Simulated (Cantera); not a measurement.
## Ammonia decomposition in nitride growth gas

An isothermal, constant-pressure homogeneous reactor starts with NH3 : N2 = 1 : 15 (molar parts), at 2323 K and 9.00 Torr.

Detailed kinetics in Cantera: the gas-phase N/H chemistry of the illustrative SiF4/NH3 mechanism in the Surface Chemkin manual (1991). Walls and surfaces, which speed up NH3 decomposition in real reactors, are not modelled.

```
t (s)        x NH3      x H2   x N2       x N     x NH2    x N2H4
--------  --------  --------  -----  --------  --------  --------
0.000200    0.0624   2.72e-5  0.937  1.23e-10   5.97e-5  2.08e-12
0.000455    0.0624   6.90e-5  0.937   1.81e-9  0.000142  1.18e-11
0.00104     0.0622  0.000167  0.937   2.07e-8  0.000326  6.26e-11
0.00236     0.0617  0.000452  0.937   1.39e-7  0.000725  3.10e-10
0.00537     0.0602   0.00184  0.936   8.22e-7   0.00142   1.19e-9
0.0122      0.0551   0.00885  0.934   4.66e-6   0.00151   1.35e-9
0.0278      0.0447    0.0240  0.930   9.54e-6   0.00101  5.99e-10
0.0632      0.0292    0.0462  0.924   1.24e-5  0.000622  2.28e-10
0.144       0.0125    0.0700  0.917   1.23e-5  0.000303  5.42e-11
0.328      0.00248    0.0841  0.912   9.50e-6   8.81e-5  4.59e-12
0.746     0.000115    0.0869  0.911   4.95e-6   8.93e-6    <1e-12
1.70       1.91e-6    0.0854  0.909   1.26e-6   3.69e-7    <1e-12
3.86       5.52e-8    0.0821  0.907   4.26e-7   2.41e-8    <1e-12
8.79       5.24e-9    0.0771  0.902   2.93e-7   4.44e-9    <1e-12
20.0       2.87e-9    0.0738  0.900   3.92e-7   3.27e-9    <1e-12
```
x: mole fraction; the columns are a selection and need not sum to one.

Equilibrium at this temperature and pressure: NH3 2.88e-9, H2 0.0735, N2 0.899, N 4.32e-7, NH2 3.39e-9, N2H4 <1e-12 (gas phase only).
